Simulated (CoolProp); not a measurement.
Model: reference Helmholtz-energy equation of state, Lemmon 2006, in CoolProp. It is a short technical equation, of lower accuracy than the large ones.

For hydrogen sulfide, give the phase and the Z, Joule-Thomson coefficient (K/MPa), fugacity coefficient at 19.55 °C and 0.443 MPa; 19.55 °C and 1.07 MPa.


- 19.55 °C and 0.443 MPa: gas; Z 0.964, Joule-Thomson coefficient 18.1, fugacity coefficient 0.965
- 19.55 °C and 1.07 MPa: gas; Z 0.907, Joule-Thomson coefficient 18.5, fugacity coefficient 0.915
